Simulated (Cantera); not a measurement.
Input: 1 mol CuO, 0.72 mol NF3, 13 mol H2, held at 1527 °C and 503 Torr.

Cantera equilibrium calculation (NASA polynomials, part measured and part estimated; ideal gas, pure solids and liquids). Candidate condensed phases: Cu, CuF2, CuO, Cu(OH)2, Cu2O, H2O; 45 gas species. The numbers say what is thermodynamically allowed, not how fast it happens.

Base state: H2 0.755, HF 0.149, H2O 0.0692, N2 0.0249, Cu 0.000808, H 0.000380, CuF 6.36e-5 (mole fractions); condensed: Cu(l).

Q: What changes in the equilibrium state with this change: CuO replaced by MgO?

A: 
| species | before | after |
|---|---|---|
| H2 | 0.755 | 0.834 |
| HF | 0.149 | 0.119 |
| N2 | 0.0249 | 0.0252 |
| H2O | 0.0692 | 0.0164 |
| Cu | 0.000808 | 0 |
| MgF2 | 0 | 0.00557 |
| MgF | 0 | 0.000113 |
| CuF | 6.36e-5 | 0 |
| Mg | 0 | 4.76e-5 |
| H | 0.000380 | 0.000399 |
| Cu(l), mol | 0.987 | 0 |
| MgF2(l), mol | 0 | 0.152 |
| MgO(s), mol | 0 | 0.766 |
Mutual solubility and eutectic melting of coexisting phases are not modelled. Further candidate phases: Mg, MgF2, MgO, Mg(OH)2.

Q: What changes in the equilibrium state with this change: NF3 from 0.72 to 3.9 mol?

A: 
```csv
species,before,after
HF,0.149,0.561
H2,0.755,0.295
N2,0.0249,0.0936
H2O,0.0692,0.0480
Cu,0.000808,0.000808
CuF,6.36e-5,0.000382
H,0.000380,0.000238
"Cu(l), mol",0.987,0.975
```

Q: What changes in the equilibrium state with this change: H2 from 13 to 0.46 mol?

A: 
```
species       before     after
----------  --------  --------
HF             0.149     0.331
CuF          6.36e-5     0.273
O2             <1e-9     0.179
H2             0.755   1.04e-8
CuF2         1.07e-9    0.0864
H2O           0.0692   6.72e-5
N2            0.0249     0.129
NO           9.72e-9   0.00155
O              <1e-9   6.29e-5
F            1.25e-8  0.000236
H           0.000380   4.47e-8
OH           2.30e-6   1.90e-5
Cu(l), mol     0.987         0
```
